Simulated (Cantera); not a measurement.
An isothermal, constant-pressure homogeneous reactor starts with CH4 : N2 : H2O = 1 : 3.2 : 0.11 (molar parts), at 1425 K and 0.00316 atm.

Detailed kinetics in Cantera: GRI-Mech 3.0 (53 species, 325 reactions). GRI-Mech 3.0 stops at C3 and has no aromatics, soot or wall deposition, so with more carbon than oxygen in the feed, carbon stays in small species such as C2H2 where larger ones or solid carbon would form. Radical loss at walls, strong at low pressure, is not modelled.

x: mole fraction; the columns are a selection and need not sum to one.

| t (s) | x CH4 | x C2H6 | x H2 | x C2H4 | x CH3 | x H | x C2H |
|---|---|---|---|---|---|---|---|
| 2.00e-6 | 0.232 | <1e-12 | 1.81e-12 | <1e-12 | 1.55e-10 | 1.51e-10 | <1e-12 |
| 8.76e-6 | 0.232 | <1e-12 | 3.32e-11 | <1e-12 | 7.04e-10 | 6.38e-10 | <1e-12 |
| 3.84e-5 | 0.232 | <1e-12 | 5.69e-10 | <1e-12 | (withheld) | 2.37e-9 | <1e-12 |
| 0.000168 | 0.232 | <1e-12 | 7.23e-9 | <1e-12 | (withheld) | 5.66e-9 | <1e-12 |
| 0.000737 | 0.232 | <1e-12 | 4.99e-8 | <1e-12 | (withheld) | 6.59e-9 | <1e-12 |
| 0.00323 | 0.232 | <1e-12 | 2.41e-7 | 1.69e-12 | (withheld) | 6.59e-9 | <1e-12 |
| 0.0141 | 0.232 | 6.30e-11 | 1.08e-6 | 1.84e-10 | (withheld) | 6.60e-9 | <1e-12 |
| 0.0620 | 0.232 | 4.91e-9 | 4.77e-6 | 1.64e-8 | (withheld) | 6.74e-9 | <1e-12 |
| 0.271 | 0.232 | 2.99e-7 | 2.36e-5 | 1.36e-6 | (withheld) | 9.40e-9 | <1e-12 |
| 1.19 | 0.232 | 9.04e-6 | 0.000301 | 9.73e-5 | (withheld) | 5.96e-8 | <1e-12 |
| 5.21 | 0.221 | 7.13e-5 | 0.0108 | 0.00292 | (withheld) | 1.41e-6 | 2.03e-10 |
| 22.8 | 0.165 | 3.46e-5 | 0.0798 | 0.00217 | (withheld) | 7.78e-6 | 2.81e-9 |
| 100 | 0.0833 | 8.62e-6 | 0.181 | 0.000439 | (withheld) | 1.81e-5 | 6.89e-9 |

**Question.** Fill in the missing entries.

**Answer.** 
- 3.84e-5, x CH3: 3.51e-9
- 0.000168, x CH3: 2.01e-8
- 0.000737, x CH3: 1.06e-7
- 0.00323, x CH3: 4.88e-7
- 0.0141, x CH3: 2.16e-6
- 0.0620, x CH3: 9.48e-6
- 0.271, x CH3: 4.10e-5
- 1.19, x CH3: 0.000164
- 5.21, x CH3: 0.000433
- 22.8, x CH3: 0.000312
- 100, x CH3: 0.000166
